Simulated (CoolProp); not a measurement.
Aqueous magnesium chloride as a coolant, 8 % by mass, freezing at -5.7 °C, 1 atm.

Values from CoolProp's Melinder's fits for secondary coolants.

```json
[
 {"T (°C)": "-1.2", "conductivity (W/(m K))": "0.543", "viscosity (mPa s)": "2.61", "cp (kJ/(kg K))": "(withheld)", "Prandtl number": "17.7"},
 {"T (°C)": "8", "conductivity (W/(m K))": "(withheld)", "viscosity (mPa s)": "1.90", "cp (kJ/(kg K))": "(withheld)", "Prandtl number": "(withheld)"},
 {"T (°C)": "17.2", "conductivity (W/(m K))": "(withheld)", "viscosity (mPa s)": "(withheld)", "cp (kJ/(kg K))": "(withheld)", "Prandtl number": "9.34"},
 {"T (°C)": "26.4", "conductivity (W/(m K))": "0.592", "viscosity (mPa s)": "1.14", "cp (kJ/(kg K))": "3.731", "Prandtl number": "7.16"},
 {"T (°C)": "35.7", "conductivity (W/(m K))": "0.607", "viscosity (mPa s)": "0.898", "cp (kJ/(kg K))": "(withheld)", "Prandtl number": "5.53"}
]
```

Question: What belongs in the gaps?

Answer: 
- -1.2, cp (kJ/(kg K)): 3.688
- 8, conductivity (W/(m K)): 0.560
- 8, cp (kJ/(kg K)): 3.703
- 8, Prandtl number: 12.6
- 17.2, conductivity (W/(m K)): 0.576
- 17.2, viscosity (mPa s): 1.45
- 17.2, cp (kJ/(kg K)): 3.717
- 35.7, cp (kJ/(kg K)): 3.743
